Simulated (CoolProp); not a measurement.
A single-stage vapour-compression cycle with hydrogen sulfide: evaporating at 282.15 K (dew point), condensing at 334.15 K (bubble point), superheat 2 K, subcooling 5 K, compressor efficiency 0.8, no pressure losses. Each further row changes one setting.

The numbers come from the reference Helmholtz-energy equation of state, Lemmon 2006 in CoolProp. It is a short technical equation, of lower accuracy than the large ones.

```csv
case,cooling COP,pressure ratio,discharge temperature (K),refrigerating effect (kJ/kg),volumetric capacity (kJ/m³)
as stated,3.28,3.33,403.0,341,7560
evaporating temperature 287.15 K,3.76,2.91,394.6,342,?
condensing temperature 329.15 K,?,?,?,354,?
subcooling 10 K,3.40,3.33,403.0,354,7850
superheat 12 K,3.22,3.33,?,354,7440
compressor efficiency 0.7,2.87,3.33,414.2,341,7560
```

### Question
Fill in the missing entries.

### Answer

- evaporating temperature 287.15 K, volumetric capacity (kJ/m³): 8670
- condensing temperature 329.15 K, cooling COP: 3.75
- condensing temperature 329.15 K, pressure ratio: 3.02
- condensing temperature 329.15 K, discharge temperature (K): 391.7
- condensing temperature 329.15 K, volumetric capacity (kJ/m³): 7840
- superheat 12 K, discharge temperature (K): 417.0
